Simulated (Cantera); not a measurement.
Equilibrium for halide evaporation, hydrolysis and transport: BaF2 + HF + N2

A closed system holds: 1 mol BaF2, 2.9 mol HF, a varied amount of N2, equilibrated at 7.50 Torr.

Method: chemical equilibrium by Gibbs-energy minimisation in Cantera with the NASA 1993 tables (ideal gas, pure condensed phases). Candidate condensed phases: Ba, BaF2; 24 gas species. Rates play no part.

Stable condensed phases:

```
T in K \ n(N2) in mol
          44  65  87 110 130 150 170 190 220 240
   2125    A   A   A   A   A   A   A   A   A   A
   2075    A   A   A   A   A   A   A   A   A   A
   2025    A   A   A   A   A   A   A   A   A   A
   1975    A   A   A   A   A   A   A   A   A   A
   1925    A   A   A   A   A   A   A   A   A   A
   1875    A   A   A   A   A   A   A   A   A   A
   1825    A   A   A   A   A   A   A   A   A   A
   1775    A   A   A   A   A   A   A   A   A   A
   1725    A   A   A   A   A   A   A   A   A   A
   1675    A   A   A   A   A   A   A   A   A   A
   1625    A   A   A   A   A   A   A   A   A   A
   1575    B   B   A   A   A   A   A   A   A   A
   1525    B   B   B   B   B   B   B   B   A   A
   1475    B   B   B   B   B   B   B   B   B   B
```

A: gas only; B: BaF2.
